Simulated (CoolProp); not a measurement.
Carbon dioxide along the isobar 8.3 bar: Z from the reference equation and from simpler models built on Tc = 304.1 K, pc = 73.77 bar, ω = 0.224; each cubic takes its own stable root.

Model: reference Helmholtz-energy equation of state, Span 1996, in CoolProp.

| T (K) | phase | reference |
|---|---|---|
| 272.1 | gas | 0.9417 |
| 286.7 | gas | 0.9514 |
| 301.4 | gas | 0.9591 |
| 316.1 | gas | 0.9653 |
| 330.8 | gas | 0.9704 |
| 345.5 | gas | 0.9745 |
| 360.1 | gas | 0.9780 |
| 374.8 | gas | 0.9809 |
| 389.5 | gas | 0.9834 |
| 404.2 | gas | 0.9855 |
| 418.9 | gas | 0.9873 |

### Question
How far does each simpler model (Pitzer virial, van der Waals, Soave-Redlich-Kwong) lie from the reference over these 11 states: mean and median of the absolute difference, and the worst?

### Answer
- Pitzer virial: mean 0.1 %, median 0.1 %, worst +0.2 % at 272.1 K and 8.3 bar
- van der Waals: mean 0.4 %, median 0.2 %, worst +1.4 % at 272.1 K and 8.3 bar
- Soave-Redlich-Kwong: mean 0.1 %, median 0.1 %, worst +0.1 % at 272.1 K and 8.3 bar
